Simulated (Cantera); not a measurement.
What does this Cantera script print?

```python
import numpy as np
import cantera as ct

gas_names = """
    H HO2 H2 H2O H2O2 O OH O2 O3 V VO VO2
""".split()
cond_names = """
    H2O(s) H2O(L) V(cr) V(L) VO(s) VO(L) V2O3(s) V2O3(L) V2O4(I) V2O4(II) V2O4(L) V2O5(s) V2O5(L)
""".split()


# ... load() reads the species with a 1 bar reference pressure and builds the phases ...
atoms = {
    'V2O3': {'V': 2, 'O': 3},
    'H2': {'H': 2},
    'H2O': {'H': 2, 'O': 1},
}
top_T = {}  # K; cautious upper limits of use, not melting points


# ... equilibrate(T, P, feed) seeds the gas with the atoms and calls Mixture.equilibrate('TP', solver="vcs", rtol=1e-11, max_steps=5000) ...
results = []
feed = {'V2O3': 1, 'H2': 1.2, 'H2O': 2.8}  # mol
T = 998.15  # K
P = 150  # Pa
mix = equilibrate(T, P, feed)
results.append((T, P, feed, dict(zip(mix.species_names, mix.species_moles))))
print(gas.report(threshold=0.0001))
for i in range(1, mix.n_phases):
    print(f"{mix.phase(i).name:16s} {mix.phase_moles(i):12.5e} mol")
```

Result:

```
       temperature   998.15 K
          pressure   150 Pa
           density   0.00023886 kg/m^3
  mean mol. weight   13.215 kg/kmol
   phase of matter   gas

                          1 kg             1 kmol
                     ---------------   ---------------
          enthalpy       -1.0968e+07       -1.4494e+08  J
   internal energy       -1.1596e+07       -1.5324e+08  J
           entropy             20571        2.7186e+05  J/K
    Gibbs function       -3.1501e+07       -4.1629e+08  J
 heat capacity c_p            2870.7             37938  J/K
 heat capacity c_v            2241.6             29623  J/K

                      mass frac. Y      mole frac. X     chem. pot. / RT
                     ---------------   ---------------   ---------------
                H2          0.045765               0.3           -25.207
               H2O           0.95423               0.7           -60.856
     [  +10 minor]        2.5299e-09        3.0699e-08

V(cr)             0.00000e+00 mol
VO(s)             0.00000e+00 mol
V2O3(s)           1.00000e+00 mol
V2O4(II)          0.00000e+00 mol
V2O5(L)           0.00000e+00 mol
```

Method: chemical equilibrium by Gibbs-energy minimisation in Cantera with the NASA 1993 tables (ideal gas, pure condensed phases). Condensed phases not in the tables: the oxides between V2O3 and V2O5 other than VO2.
